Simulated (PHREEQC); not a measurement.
1 kg of water holding 0.21 mol KCl and 0.42 mol K2CO3 is evaporated at 15 °C; the solids stay in contact with the brine. The system is closed to CO2. Solids allowed: Kalicinite, Sylvite. Others were left out.

Base run: PHREEQC, Pitzer model, pitzer.dat. Each further column changes one thing. The table gives water activity.

| H2O removed (mol) | base | temperature from 15 to 25 °C | temperature from 15 to 75 °C |
|---|---|---|---|
| 0 | 0.976 | 0.976 | … |
| 9.886 | 0.971 | 0.970 | 0.969 |
| 24.69 | 0.956 | 0.956 | 0.952 |
| 30.18 | 0.947 | 0.946 | … |
| 34.69 | 0.934 | 0.933 | 0.925 |
| 38.4 | 0.918 | 0.916 | 0.905 |
| 43.95 | 0.871 | 0.866 | 0.842 |
| 46.01 | 0.837 | 0.829 | … |
| 47.7 | 0.791 | 0.781 | … |
| 50.23 | 0.697 | 0.675 | … |
| 51.17 | 0.641 | 0.616 | … |

Fill in the missing entries.


- 0, temperature from 15 to 75 °C: 0.975
- 30.18, temperature from 15 to 75 °C: 0.941
- 46.01, temperature from 15 to 75 °C: 0.795
- 47.7, temperature from 15 to 75 °C: 0.734
- 50.23, temperature from 15 to 75 °C: 0.588
- 51.17, temperature from 15 to 75 °C: 0.514

 Away from 25 °C the constants follow the database's enthalpies or fits; those with neither stay at their 25 °C values.
